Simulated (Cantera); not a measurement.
A closed system holds: 1 mol C2F6, 0.22 mol HCl, held at 2900 Pa.

Method: chemical equilibrium by Gibbs-energy minimisation in Cantera with the NASA 1993 tables (ideal gas, pure condensed phases). Candidate condensed phases: C, C6H6, C7H8, C8H18; 118 gas species. The feed counts by its element totals alone. The tables' values for C2F4 are old estimates; treat these amounts as uncertain. Gases not in the tables: C2F6 and larger saturated fluorocarbons. Equilibrium is a limit: real reactors are often held back by kinetics, nucleation or transport.

x: gas mole fraction; n: condensed amount in mol.

| T (K) | x CF4 | x F | x CF2 | x HF | x Cl | x Cl2 | x CF | x CF3 | x HCl | x CClF3 | n C(graphite) |
|---|---|---|---|---|---|---|---|---|---|---|---|
| 1323 | 0.809 | 8.93e-7 | 1.12e-5 | 0.107 | 0.0177 | 0.0394 | 2.40e-11 | 5.67e-6 | 0.0164 | 0.0105 | 0.543 |
| 1523 | 0.788 | 3.88e-5 | 0.000312 | 0.114 | 0.0604 | 0.0228 | 7.84e-9 | 8.37e-5 | 0.00712 | 0.00733 | 0.548 |
| 1723 | 0.768 | 0.000703 | 0.00396 | 0.115 | 0.0994 | 0.00611 | 6.59e-7 | 0.000653 | 0.00235 | 0.00355 | 0.549 |
| 1923 | 0.734 | 0.00693 | 0.0289 | 0.114 | 0.110 | 0.00119 | 2.17e-5 | 0.00324 | 0.000713 | 0.00146 | 0.528 |
| 2123 | 0.604 | 0.0428 | 0.133 | 0.105 | 0.104 | 0.000235 | 0.000351 | 0.0105 | 0.000228 | 0.000548 | ? |
| 2323 | 0.296 | 0.168 | 0.353 | 0.0806 | 0.0802 | 4.07e-5 | 0.00305 | 0.0184 | 6.80e-5 | 0.000131 | ? |
| 2523 | 0.0465 | 0.389 | 0.426 | 0.0562 | 0.0561 | 6.96e-6 | 0.0136 | 0.0115 | 2.54e-5 | 1.33e-5 | ? |
| 2723 | 0.00291 | 0.592 | 0.274 | 0.0455 | 0.0455 | 1.87e-6 | 0.0361 | 0.00312 | 1.80e-5 | 8.49e-7 | ? |

Question: What belongs in the gaps?

Answer: 
- 2123, n C(graphite): 0.432
- 2323, n C(graphite): 0.170
- 2523, n C(graphite): 0.0497
- 2723, n C(graphite): 0.465
